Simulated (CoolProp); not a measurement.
Carbon dioxide at 817.57 K and 26.5 MPa is throttled through a valve to 16.7 MPa with no heat exchange. Each further row changes one setting.

The numbers come from the reference Helmholtz-energy equation of state, Span 1996 in CoolProp.

```csv
case,temperature change (K),final phase,final density (kg/m³)
as stated,[?],supercritical,[?]
outlet pressure 5.01 MPa,[?],[?],32.8
outlet pressure 21.7 MPa,-2.5,supercritical,[?]
```

### Question
Some entries are withheld; supply them.

### Answer

- as stated, temperature change (K): -5.5
- as stated, final density (kg/m³): 106
- outlet pressure 5.01 MPa, temperature change (K): -14.2
- outlet pressure 5.01 MPa, final phase: gas
- outlet pressure 21.7 MPa, final density (kg/m³): 136
